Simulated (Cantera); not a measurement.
Cantera run:

```python
import numpy as np
import cantera as ct

gas_names = """
    H HNO HNO2 HNO3 HO2 H2 H2O H2O2 N NH NH2 NH3 NH2OH NO NO2 NO3 N2 N2H2 N2H4 N2O O OH O2 O3 Si SiH
    SiH2 SiH3 SiH4 SiN SiO SiO2 Si2 Si2N Si3
""".split()
cond_names = """
    H2O(s) H2O(L) Si(cr) Si(L) SiO2(Lqz) SiO2(hqz) SiO2(L) Si2N2O(s) Si3N4(a)
""".split()


# ... load() reads the species with a 1 bar reference pressure and builds the phases ...
atoms = {
    'Si2H6': {'Si': 2, 'H': 6},
    'O2': {'O': 2},
    'N2': {'N': 2},
}
top_T = {'Si2N2O(s)': 2100, 'Si3N4(a)': 2400}  # K; cautious upper limits of use, not melting points


# ... equilibrate(T, P, feed) seeds the gas with the atoms and calls Mixture.equilibrate('TP', solver="vcs", rtol=1e-11, max_steps=5000) ...
results = []
feed = {'Si2H6': 1, 'O2': 0.069, 'N2': 8.8}  # mol
T = 1150  # K
P = 67  # Pa
mix = equilibrate(T, P, feed)
results.append((T, P, feed, dict(zip(mix.species_names, mix.species_moles))))
print(gas.report(threshold=0.0001))
for i in range(1, mix.n_phases):
    print(f"{mix.phase(i).name:16s} {mix.phase_moles(i):12.5e} mol")
```

Result:

```
       temperature   1150 K
          pressure   67 Pa
           density   0.00014431 kg/m^3
  mean mol. weight   20.595 kg/kmol
   phase of matter   gas

                          1 kg             1 kmol
                     ---------------   ---------------
          enthalpy         1.267e+06        2.6093e+07  J
   internal energy        8.0268e+05        1.6531e+07  J
           entropy             13632        2.8075e+05  J/K
    Gibbs function        -1.441e+07       -2.9677e+08  J
 heat capacity c_p            1587.2             32688  J/K
 heat capacity c_v            1183.4             24373  J/K

                      mass frac. Y      mole frac. X     chem. pot. / RT
                     ---------------   ---------------   ---------------
                H2          0.027934           0.28537           -26.426
                N2           0.97207           0.71463           -32.879
     [  +33 minor]        9.3692e-08        1.5613e-06

Si(cr)            0.00000e+00 mol
SiO2(hqz)         0.00000e+00 mol
Si2N2O(s)         1.38000e-01 mol
Si3N4(a)          5.74667e-01 mol
```

Equilibrium computed with Cantera from the NASA thermochemical tables; the gas is ideal and each condensed phase is pure. The feed counts by its element totals alone. N2 is the only nitrogen source here; it is nearly inert below about 1500 K, so the nitride shown seldom forms there in practice. Mutual solubility and eutectic melting of coexisting phases are not modelled.
